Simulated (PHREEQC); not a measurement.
Nickel, zinc or cadmium bath: an equilibrium model

Consider water at 67 °C and 300 atm with 0.0099 mol CdCl2, 0.0029 mol Na2SO4 and 0.00027 mol H2SO4 per kg of water. Closed to the air; pH follows from the charge balance.

Computed with PHREEQC (ion-association model, phreeqc.dat).

Each row changes one thing in this solution. This is a speciation only: nothing precipitates in the calculation.

```json
[
 {"case": "as made", "pH": "3.43", "ionic strength (mol/kgw)": "0.0279", "SO4-2 (mol/kgw)": "0.00230", "CdSO4 (mol/kgw)": "0.000563", "CdCl2 (mol/kgw)": "0.000221", "HSO4- (mol/kgw)": "0.000112", "SI of Halite (NaCl)": "-5.84"},
 {"case": "Na2SO4 from 0.0029 to 0.00058 mol/kgw", "pH": "3.35", "ionic strength (mol/kgw)": "0.0224", "SO4-2 (mol/kgw)": "0.000622", "CdSO4 (mol/kgw)": "0.000176", "CdCl2 (mol/kgw)": "0.000239", "HSO4- (mol/kgw)": "3.73e-5", "SI of Halite (NaCl)": "-6.53"},
 {"case": "H2SO4 from 0.00027 to 0.000243 mol/kgw", "pH": "3.47", "ionic strength (mol/kgw)": "0.0278", "SO4-2 (mol/kgw)": "0.00229", "CdSO4 (mol/kgw)": "0.000561", "CdCl2 (mol/kgw)": "0.000221", "HSO4- (mol/kgw)": "0.000100", "SI of Halite (NaCl)": "-5.84"},
 {"case": "Na2SO4 from 0.0029 to 0.00435 mol/kgw", "pH": "3.47", "ionic strength (mol/kgw)": "0.0314", "SO4-2 (mol/kgw)": "0.00334", "CdSO4 (mol/kgw)": "0.000753", "CdCl2 (mol/kgw)": "0.000211", "HSO4- (mol/kgw)": "0.000145", "SI of Halite (NaCl)": "___"},
 {"case": "temperature from 67 to 55 °C", "pH": "___", "ionic strength (mol/kgw)": "0.0280", "SO4-2 (mol/kgw)": "0.00234", "CdSO4 (mol/kgw)": "0.000530", "CdCl2 (mol/kgw)": "0.000214", "HSO4- (mol/kgw)": "8.75e-5", "SI of Halite (NaCl)": "-5.83"},
 {"case": "temperature from 67 to 15 °C", "pH": "3.36", "ionic strength (mol/kgw)": "0.0287", "SO4-2 (mol/kgw)": "0.00248", "CdSO4 (mol/kgw)": "0.000338", "CdCl2 (mol/kgw)": "0.000174", "HSO4- (mol/kgw)": "3.89e-5", "SI of Halite (NaCl)": "-5.80"},
 {"case": "temperature from 67 to 60 °C", "pH": "___", "ionic strength (mol/kgw)": "0.0280", "SO4-2 (mol/kgw)": "0.00232", "CdSO4 (mol/kgw)": "0.000545", "CdCl2 (mol/kgw)": "0.000217", "HSO4- (mol/kgw)": "9.70e-5", "SI of Halite (NaCl)": "-5.83"}
]
```

**Question.** Some entries are withheld; supply them.

**Answer.** 
- Na2SO4 from 0.0029 to 0.00435 mol/kgw, SI of Halite (NaCl): -5.66
- temperature from 67 to 55 °C, pH: 3.40
- temperature from 67 to 60 °C, pH: 3.41

Complexes and solids missing from the database can't appear. Under pressure, the constants of complexes without a molar volume in the database are unreliable. Constants without temperature data keep their 25 °C values here.
